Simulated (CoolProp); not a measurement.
A single-stage vapour-compression cycle with cyclopentane: evaporating at 307.15 K (dew point), condensing at 332.15 K (bubble point), superheat 5 K, subcooling 0 K, compressor efficiency 0.8, no pressure losses. Each further row changes one setting.

The numbers come from the reference Helmholtz-energy equation of state, Gedanitz 2015 in CoolProp.

```csv
case,cooling COP,pressure ratio,discharge temperature (K),refrigerating effect (kJ/kg),volumetric capacity (kJ/m³)
as stated,9.15,2.32,343.3,359,591
evaporating temperature 312.15 K,11.8,1.93,341.7,365,711
condensing temperature 327.15 K,11.6,1.98,337.6,369,608
subcooling 5 K,9.40,2.32,343.3,369,608
superheat 15 K,9.18,2.32,353.1,372,592
compressor efficiency 0.7,8.01,2.32,347.2,359,591
```
